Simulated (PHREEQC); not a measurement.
Solution (25 °C): 0.01 mol/kgw Cu(BF4)2, 0.019 mol/kgw HBF4 and 8.8e-05 mol/kgw H3BO3. Closed to the air; pH follows from the charge balance.

All values are PHREEQC results (ion-association model, phreeqc.dat), not measurements.

Each row changes one thing in this solution. This is a speciation only: nothing precipitates in the calculation.

```json
[
 {"case": "as made", "pH": "1.82", "ionic strength (mol/kgw)": "0.0476", "BF4- (mol/kgw)": "0.0355", "HF (mol/kgw)": "0.00872", "BF3OH- (mol/kgw)": "0.00148", "F- (mol/kgw)": "0.000476"},
 {"case": "Cu(BF4)2 left out", "pH": "1.80", "ionic strength (mol/kgw)": "0.0177", "BF4- (mol/kgw)": "[?]", "HF (mol/kgw)": "0.00755", "BF3OH- (mol/kgw)": "0.000793", "F- (mol/kgw)": "0.000367"},
 {"case": "Cu(BF4)2 from 0.01 to 0.009 mol/kgw", "pH": "1.82", "ionic strength (mol/kgw)": "0.0446", "BF4- (mol/kgw)": "0.0335", "HF (mol/kgw)": "0.00863", "BF3OH- (mol/kgw)": "0.00142", "F- (mol/kgw)": "0.000467"},
 {"case": "H3BO3 from 8.8e-05 to 9.68e-05 mol/kgw", "pH": "1.82", "ionic strength (mol/kgw)": "0.0476", "BF4- (mol/kgw)": "0.0355", "HF (mol/kgw)": "[?]", "BF3OH- (mol/kgw)": "0.00148", "F- (mol/kgw)": "0.000476"},
 {"case": "Cu(BF4)2 from 0.01 to 0.015 mol/kgw", "pH": "1.82", "ionic strength (mol/kgw)": "0.0626", "BF4- (mol/kgw)": "[?]", "HF (mol/kgw)": "0.00912", "BF3OH- (mol/kgw)": "0.00179", "F- (mol/kgw)": "0.000517"}
]
```

### Question
Complete the blanks.

### Answer

- Cu(BF4)2 left out, BF4- (mol/kgw): 0.0163
- H3BO3 from 8.8e-05 to 9.68e-05 mol/kgw, HF (mol/kgw): 0.00871
- Cu(BF4)2 from 0.01 to 0.015 mol/kgw, BF4- (mol/kgw): 0.0451

Real BF4- forms and hydrolyses slowly; the run takes it at equilibrium.
